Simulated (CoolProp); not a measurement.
50 sccm (0 °C, 1 atm) of nitrogen bubbles through liquid p-xylene at 314.3 K and leaves saturated at a total pressure of 0.00849 MPa (ideal gas phase). Each further row changes one setting.

Values from CoolProp's reference Helmholtz-energy equation of state, Zhou 2012.

| case | vapour pressure (kPa) | mole fraction of vapour | delivery (mg/min) | delivery (sccm) | change of delivery for a bath 1 K warmer (%) |
|---|---|---|---|---|---|
| as stated | 2.82 | 0.332 | 118 | 24.8 | 8.0 |
| bath temperature 319.3 K | 3.61 | 0.425 | 175 | 37.0 | 9.0 |
| total pressure 0.017 MPa | 2.82 | 0.166 | 47.0 | 9.92 | 6.3 |
